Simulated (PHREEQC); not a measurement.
A solution holds 0.11 mol H2SO4, 0.0021 mol CuSO4 and 0.0017 mol MgCl2 per kg of water, at 25 °C. Closed to the air; pH follows from the charge balance.

Model: ion-association model, phreeqc.dat, run in PHREEQC.

The ionic strength comes out as 0.159 mol/kgw. What activity coefficients do Cl-, Cu+2, HSO4-, H+, Mg+2 get?

Cl- 0.73, Cu+2 0.35, HSO4- 0.76, H+ 0.81, Mg+2 0.36.

This is a speciation only: nothing precipitates in the calculation.
